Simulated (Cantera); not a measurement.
Input: 1 mol C2H2, 0.017 mol NH3, 2.7 mol H2, 0.77 mol H2O, equilibrated at 1.00 bar.

These are equilibrium values from Cantera (NASA tables, ideal gas, pure condensed phases), not measurements of a reactor. Candidate condensed phases: C, C6H6, C7H8, C8H18, H2O; 169 gas species. Ions and electrons are included (thermal ionisation). Rates play no part. All values below are at 5000 K.

Base state: H 0.806, C 0.0964, CO 0.0718, H2 0.0157, C2 0.00620, C3 0.000971, CN 0.000831, CH 0.000762 (mole fractions); condensed: gas only.

Question: What changes in the equilibrium state with this change: pressure from 1.00 bar to 0.000120 bar?

Answer: 
```tsv
species	before	after
H	0.806	0.769
C	0.0964	0.159
O	7.82e-5	0.0558
CO	0.0718	0.0101
H2	0.0157	1.72e-6
C3	0.000971	<1e-9
C2H	0.000675	<1e-9
HCN	5.05e-5	<1e-9
HNC	2.41e-5	<1e-9
```
